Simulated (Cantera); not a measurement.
Mixture: CH₄ : C₂H₆ : O₂ : N₂ = 1 : 0.078 : 1.42 : 5.34 (molar parts), equivalence ratio 1.6, at 1.01 bar, adiabatic and at constant pressure. Ignition delay is the time to a rise of 400 K.

Detailed kinetics in Cantera: GRI-Mech 3.0 (53 species, 325 reactions).

### Question
What does this change do: O2 1.42 to 1 parts?

### Answer
```tsv
quantity	before	after
delay at 1275 K	4.11 ms	6.72 ms
delay at 1425 K	0.818 ms	1.34 ms
delay at 1575 K	0.196 ms	0.312 ms
delay at 1725 K	65.0 µs	100.0 µs
apparent activation energy between 1650 and 1800 K	160 kJ/mol	160 kJ/mol
```

### Question
What does this change do: pressure from 1.01 bar to 5.00 bar?

### Answer
```
quantity                                                before       after
--------------------------------------------------  ----------  ----------
delay at 1275 K                                        4.11 ms     1.14 ms
delay at 1425 K                                       0.818 ms    0.269 ms
delay at 1575 K                                       0.196 ms     69.1 µs
delay at 1725 K                                        65.0 µs     21.4 µs
apparent activation energy between 1650 and 1800 K  160 kJ/mol  170 kJ/mol
```

### Question
What does this change do: CH4 1 to 0.48 parts?

### Answer
| quantity | before | after |
|---|---|---|
| delay at 1275 K | 4.11 ms | 1.36 ms |
| delay at 1425 K | 0.818 ms | 0.336 ms |
| delay at 1575 K | 0.196 ms | 0.106 ms |
| delay at 1725 K | 65.0 µs | 41.5 µs |
| apparent activation energy between 1650 and 1800 K | 160 kJ/mol | 130 kJ/mol |
